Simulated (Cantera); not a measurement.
Ignition delay

Mixture: CH₄ : C₂H₆ : O₂ : N₂ = 1 : 0.033 : 2.25 : 6.53 (molar parts), at 1.00 bar, adiabatic and at constant volume. Ignition delay is the time to a rise of 400 K.

Cantera simulation using GRI-Mech 3.0 (53 species, 325 reactions); the numbers are that mechanism's predictions, not measurements.

| T0 (K) | delay (ms) |
|---|---|
| 1050 | 114 |
| 1100 | 56.3 |
| 1150 | 28.3 |
| 1200 | 14.4 |
| 1250 | 7.50 |
| 1300 | 3.97 |
| 1350 | 2.14 |
| 1400 | 1.19 |
| 1450 | 0.678 |

| Quantity | Result |
|---|---|
| apparent activation energy between 1350 and 1450 K | 190 kJ/mol |
